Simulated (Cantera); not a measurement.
# Carbothermic reduction: Ta₂O₅ + CO + H₂

A closed system holds: 1 mol Ta₂O₅, 0.61 mol CO, 0.37 mol H₂, equilibrated at 230 Pa.

Cantera equilibrium calculation (NASA polynomials, part measured and part estimated; ideal gas, pure solids and liquids). Candidate condensed phases: C, C₆H₆, C₇H₈, C₈H₁₈, H₂O, Ta, TaC, Ta₂O₅; 113 gas species. Mutual solubility and eutectic melting of coexisting phases are not modelled. TaC: taken at fixed stoichiometry. Condensed phases not in the tables: Ta₂C. The numbers say what is thermodynamically allowed, not how fast it happens.

From 575 °C to 725 °C the condensed part is C(graphite) + Ta₂O₅(s). From 775 °C to 1075 °C the condensed part is TaC(s) + Ta₂O₅(s).

```csv
T (°C),x CO,x H₂,x CO₂,x H₂O,x CH₄,n C(graphite),n Ta₂O₅(s),n TaC(s)
575,0.595,0.382,0.0186,0.00386,0.000215,0.0213,1.00,0
625,0.615,0.378,0.00511,0.00135,0.000106,0.00619,1.00,0
675,0.620,0.378,0.00155,0.000522,5.63e-5,0.00197,1.00,0
725,0.622,0.378,0.000525,0.000220,3.20e-5,0.000699,1.00,0
775,0.622,0.377,0.000212,0.000108,1.78e-5,0,1.000,8.48e-5
825,0.622,0.377,0.000210,0.000128,4.63e-6,0,1.000,9.34e-5
875,0.622,0.377,0.000208,0.000149,1.36e-6,0,1.000,9.96e-5
925,0.622,0.377,0.000206,0.000171,4.41e-7,0,1.000,0.000105
975,0.622,0.377,0.000205,0.000193,1.57e-7,0,1.000,0.000111
1025,0.622,0.377,0.000203,0.000216,6.05e-8,0,1.000,0.000117
1075,0.622,0.377,0.000202,0.000240,2.51e-8,0,1.000,0.000124
```
x: gas mole fraction; n: condensed amount in mol.
